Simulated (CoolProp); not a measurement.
Values from CoolProp's reference Helmholtz-energy equation of state, Thol 2016.

Give the vapour pressure (bar), liquid density (kg/m³), vapour density (kg/m³), enthalpy of vaporisation (kJ/kg) of saturated hexamethyldisiloxane (MM) at 86.05, 95.35, 150.55 °C.


| T (°C) | p (bar) | liquid density (kg/m³) | vapour density (kg/m³) | enthalpy of vaporisation (kJ/kg) |
|---|---|---|---|---|
| 86.05 | 0.652 | 692 | 3.72 | 200 |
| 95.35 | 0.870 | 681 | 4.89 | 195 |
| 150.55 | 3.55 | 609 | 19.3 | 163 |
